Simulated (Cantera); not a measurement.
A jet of 1.32 % H₂, 12.1 % O₂, 86.6 % N₂ at 300 K and 90.0 Torr hits a platinum plate 9.1 cm away at a mass flux of 0.13 kg/m²/s; the plate temperature is set and raised in steps from an oxygen-covered start.

Cantera simulation using Deutschmann's 1995 Pt surface mechanism with GRI-Mech 3.0 gas chemistry; the numbers are that mechanism's predictions, not measurements. Catalytic surfaces can have several steady states; this one follows from the mechanism file's or the stated starting coverage.

x: mole fraction at the wall; θ: surface coverage.

```json
[
 {"plate T (K)": "700", "wall x H₂": "0.00166", "wall x O₂": "0.108", "wall x H₂O": "0.0222", "wall x OH": "<1e-8", "θ free Pt": "0.0362", "θ O*": "0.962", "θ OH*": "0.00191"},
 {"plate T (K)": "750", "wall x H₂": "___", "wall x O₂": "0.108", "wall x H₂O": "0.0229", "wall x OH": "<1e-8", "θ free Pt": "___", "θ O*": "0.946", "θ OH*": "0.00168"},
 {"plate T (K)": "800", "wall x H₂": "0.000815", "wall x O₂": "0.107", "wall x H₂O": "0.0235", "wall x OH": "<1e-8", "θ free Pt": "0.0851", "θ O*": "0.913", "θ OH*": "0.00159"},
 {"plate T (K)": "850", "wall x H₂": "0.000553", "wall x O₂": "0.107", "wall x H₂O": "0.0239", "wall x OH": "<1e-8", "θ free Pt": "0.131", "θ O*": "0.867", "θ OH*": "0.00151"},
 {"plate T (K)": "900", "wall x H₂": "___", "wall x O₂": "0.107", "wall x H₂O": "0.0241", "wall x OH": "___", "θ free Pt": "___", "θ O*": "0.812", "θ OH*": "0.00139"},
 {"plate T (K)": "950", "wall x H₂": "0.000317", "wall x O₂": "0.107", "wall x H₂O": "0.0241", "wall x OH": "8.22e-8", "θ free Pt": "0.248", "θ O*": "0.751", "θ OH*": "0.00126"},
 {"plate T (K)": "1000", "wall x H₂": "0.000260", "wall x O₂": "0.107", "wall x H₂O": "0.0242", "wall x OH": "2.04e-7", "θ free Pt": "0.313", "θ O*": "0.686", "θ OH*": "0.00113"},
 {"plate T (K)": "1050", "wall x H₂": "0.000221", "wall x O₂": "0.107", "wall x H₂O": "0.0241", "wall x OH": "4.62e-7", "θ free Pt": "0.378", "θ O*": "0.621", "θ OH*": "0.000997"}
]
```

Q: Fill in the missing entries.

A: 
- 750, wall x H₂: 0.00123
- 750, θ free Pt: 0.0528
- 900, wall x H₂: 0.000404
- 900, wall x OH: 3.06e-8
- 900, θ free Pt: 0.187
